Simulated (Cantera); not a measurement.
A Cantera script and what it prints.

```python
import numpy as np
import cantera as ct

gas_names = """
    O2 CO
""".split()
cond_names = """
    Ta(cr) TaC(s) Ta2O5(s)
""".split()


# ... load() reads the species with a 1 bar reference pressure and builds the phases ...
species = {s.name: s for s in load("nasa_gas.yaml", gas_names) + load("nasa_condensed.yaml", cond_names)}
T = 750
g = {n: (s.thermo.h(T) - T * s.thermo.s(T)) / (ct.gas_constant * T * np.log(10)) for n, s in species.items()}
valid = cond_names  # the entries whose range holds T


def stable(la, lb):
    # potentials (over RT ln 10) of the two non-metals from log10 p(O2) and log10 p(CO) in bar
    mu = {}
    mu["O"] = (g["O2"] + la) / 2
    mu["C"] = (g["CO"] + lb - 1 * mu["O"]) / 1
    cost = {}
    for n in valid:
        c = species[n].composition
        cost[n] = (g[n] - sum(c.get(e, 0) * m for e, m in mu.items())) / c["Ta"]
    return min(cost, key=cost.get)


results = []
for lb in [1, -1, -3, -5, -7, -9, -11, -13, -15, -17, -19, -21]:
    row = [stable(la, lb) for la in [-60, -56.4, -52.8, -49.2, -45.6, -42.1, -38.5, -34.9, -31.3, -27.7, -24.1, -20.5, -16.9, -13.4, -9.8, -6.2, -2.6, 1]]
    results.append(row)
    print(f"{lb:6.1f}  " + " ".join(f"{valid.index(n):x}" for n in row))
print("key: " + ", ".join(f"{i:x} {n}" for i, n in enumerate(valid)))
```

Output:

```
   1.0  1 1 1 1 1 1 1 2 2 2 2 2 2 2 2 2 2 2
  -1.0  1 1 1 1 1 1 1 2 2 2 2 2 2 2 2 2 2 2
  -3.0  1 1 1 1 1 1 1 2 2 2 2 2 2 2 2 2 2 2
  -5.0  1 1 1 1 1 1 1 2 2 2 2 2 2 2 2 2 2 2
  -7.0  1 1 1 1 1 1 2 2 2 2 2 2 2 2 2 2 2 2
  -9.0  1 1 1 1 1 1 2 2 2 2 2 2 2 2 2 2 2 2
 -11.0  1 1 1 1 1 1 2 2 2 2 2 2 2 2 2 2 2 2
 -13.0  1 1 1 1 1 2 2 2 2 2 2 2 2 2 2 2 2 2
 -15.0  1 1 1 1 1 2 2 2 2 2 2 2 2 2 2 2 2 2
 -17.0  1 1 1 1 1 2 2 2 2 2 2 2 2 2 2 2 2 2
 -19.0  1 1 1 1 2 2 2 2 2 2 2 2 2 2 2 2 2 2
 -21.0  1 1 1 1 2 2 2 2 2 2 2 2 2 2 2 2 2 2
key: 0 Ta(cr), 1 TaC(s), 2 Ta2O5(s)
```

Cantera with NASA thermochemical tables; ideal gases at 1 bar, condensed phases pure. TaC: taken at fixed stoichiometry. Not in the tables: Ta2C. Part of the grid cannot be reached: there another gas would pass 10 bar, or a non-metal would condense.
